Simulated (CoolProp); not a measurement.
R11 at 293.15 K and 0.0372 MPa flows at 0.68 m/s in a round tube of 2 mm bore and 0.25 µm roughness, fully developed (64/Re and Nu = 3.66 if laminar; Colebrook and Gnielinski if turbulent). Each further row changes one setting.

Values from CoolProp's reference Helmholtz-energy equation of state, Jacobsen 1992.

```csv
case,Reynolds number,Darcy friction factor,pressure drop (Pa/m),heat-transfer coefficient (W/(m² K)),mass flow (kg/h)
as stated,288,___,___,15.0,___
velocity 1.36 m/s,575,0.111,109,15.0,0.0327
diameter 4 mm,575,0.111,___,___,___
```

Problem. Some entries are withheld; supply them.

Solution. 
- as stated, Darcy friction factor: 0.223
- as stated, pressure drop (Pa/m): 54.7
- as stated, mass flow (kg/h): 0.0163
- diameter 4 mm, pressure drop (Pa/m): 13.7
- diameter 4 mm, heat-transfer coefficient (W/(m² K)): 7.52
- diameter 4 mm, mass flow (kg/h): 0.0654

Viscosity comes from a separate model (Klein 1997), an estimate that may be off by 10 % or more. Thermal conductivity comes from a separate model (McLinden 2000), an estimate that may be off by 10 % or more.
